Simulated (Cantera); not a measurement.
An isothermal, constant-pressure homogeneous reactor starts with NO : N₂ = 1 : 1.3 (molar parts), at 1973 K and 1130 Torr. Integrator tolerance rtol = 1e-08.

Model: GRI-Mech 3.0 (53 species, 325 reactions), integrated in Cantera.

Question: What does this change do: temperature 1973 to 2050 K?

Answer: 
| quantity | before | after |
|---|---|---|
| x(NO) at 10.0 s | 0.00823 (gas-phase equilibrium 0.00715) | 0.00880 (gas-phase equilibrium 0.00879) |
| x(NO₂) at 10.0 s | 1.83e-5 (gas-phase equilibrium 1.59e-5) | 1.72e-5 (gas-phase equilibrium 1.72e-5) |
| x(O₂) at 10.0 s | 0.213 (gas-phase equilibrium 0.214) | 0.213 (gas-phase equilibrium 0.213) |
| x(N₂O) at 10.0 s | 4.97e-7 (gas-phase equilibrium 4.91e-7) | 6.00e-7 (gas-phase equilibrium 6.00e-7) |
| x(O) at 10.0 s | 0.000206 (gas-phase equilibrium 0.000206) | 0.000369 (gas-phase equilibrium 0.000369) |
